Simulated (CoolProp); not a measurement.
Computed with CoolProp (reference Helmholtz-energy equation of state, Lemmon 2004). It is a short technical equation, of lower accuracy than the large ones.

### Question
For n-dodecane, give the phase and the speed of sound (m/s), Joule-Thomson coefficient (K/MPa), Prandtl number at 431.2 K and 0.00862 MPa; 431.2 K and 0.0862 MPa.

### Answer
- 431.2 K and 0.00862 MPa: gas; speed of sound 145, Joule-Thomson coefficient 40.5, Prandtl number 0.785
- 431.2 K and 0.0862 MPa: liquid; speed of sound 816, Joule-Thomson coefficient -0.259, Prandtl number 7.77

Viscosity comes from a separate model (Huber 2004). Thermal conductivity comes from a separate model (Huber 2004).
